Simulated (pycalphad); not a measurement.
Phase fractions of Al-1.46Si-0.39Fe (at.%)

Computed with pycalphad from the COST 507 light-alloy database (1999), at 1 atm. The database dates from 1999; later assessments differ in places, in temperatures and in the compounds included. Amounts are mole fractions of atoms.

```
T (K)  LIQUID  FCC_A1  ALFESI_BETA  DIAMOND_A4
-----  ------  ------  -----------  ----------
950     1.000       -            -           -
875     0.020   0.955        0.025           -
800         -   0.973        0.026       0.001
725         -   0.968        0.026       0.006
650         -   0.965        0.026       0.009
575         -   0.964        0.026       0.010
500         -   0.963        0.026       0.011
```

Database names, with the compositions (at.%) that they take in these runs: ALFESI_BETA: Al 70 Si 15 Fe 15. FCC_A1 is fcc; DIAMOND_A4 is diamond (Si).
